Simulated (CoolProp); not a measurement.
Vapour-liquid equilibrium of n-decane (1) + n-dodecane (2) at 90.25 °C; x and y are mole fractions of (1).

The numbers come from the multi-fluid Helmholtz-energy mixture model, Lemmon 2006 and Lemmon 2004; pair parameters Bell 2016 in CoolProp.

```json
[
 {"x": "0.05", "bubble pressure, mixture model (MPa)": "0.001507", "bubble pressure, Raoult's law (MPa)": "0.001515", "y, mixture model": "0.207", "y, Raoult's law": "0.211"},
 {"x": "0.125", "bubble pressure, mixture model (MPa)": "0.001892", "bubble pressure, Raoult's law (MPa)": "0.001901", "y, mixture model": "0.419", "y, Raoult's law": "0.421"},
 {"x": "0.2", "bubble pressure, mixture model (MPa)": "0.002284", "bubble pressure, Raoult's law (MPa)": "0.002287", "y, mixture model": "0.560", "y, Raoult's law": "0.560"},
 {"x": "0.275", "bubble pressure, mixture model (MPa)": "0.002680", "bubble pressure, Raoult's law (MPa)": "0.002673", "y, mixture model": "0.661", "y, Raoult's law": "0.659"},
 {"x": "0.35", "bubble pressure, mixture model (MPa)": "0.003077", "bubble pressure, Raoult's law (MPa)": "0.003059", "y, mixture model": "0.735", "y, Raoult's law": "0.733"},
 {"x": "0.425", "bubble pressure, mixture model (MPa)": "0.003472", "bubble pressure, Raoult's law (MPa)": "0.003446", "y, mixture model": "0.792", "y, Raoult's law": "0.790"},
 {"x": "0.5", "bubble pressure, mixture model (MPa)": "0.003864", "bubble pressure, Raoult's law (MPa)": "0.003832", "y, mixture model": "0.837", "y, Raoult's law": "0.836"},
 {"x": "0.575", "bubble pressure, mixture model (MPa)": "0.004252", "bubble pressure, Raoult's law (MPa)": "0.004218", "y, mixture model": "0.874", "y, Raoult's law": "0.873"},
 {"x": "0.65", "bubble pressure, mixture model (MPa)": "0.004636", "bubble pressure, Raoult's law (MPa)": "0.004604", "y, mixture model": "0.904", "y, Raoult's law": "0.904"},
 {"x": "0.725", "bubble pressure, mixture model (MPa)": "0.005017", "bubble pressure, Raoult's law (MPa)": "0.004990", "y, mixture model": "0.930", "y, Raoult's law": "0.931"},
 {"x": "0.8", "bubble pressure, mixture model (MPa)": "0.005395", "bubble pressure, Raoult's law (MPa)": "0.005376", "y, mixture model": "0.952", "y, Raoult's law": "0.953"},
 {"x": "0.875", "bubble pressure, mixture model (MPa)": "0.005773", "bubble pressure, Raoult's law (MPa)": "0.005763", "y, mixture model": "0.972", "y, Raoult's law": "0.973"},
 {"x": "0.95", "bubble pressure, mixture model (MPa)": "0.006152", "bubble pressure, Raoult's law (MPa)": "0.006149", "y, mixture model": "0.989", "y, Raoult's law": "0.990"}
]
```

The largest gap from Raoult's law is +0.8 % in bubble pressure, at x = 0.5. No azeotrope shows between x = 0.05 and 0.95.

Pair parameters are fitted to limited data, so mixtures are less certain than the pure fluids. The gap from Raoult's law changes sign with composition, which may be real or a fault of the pair parameters; it wasn't checked against measurements.
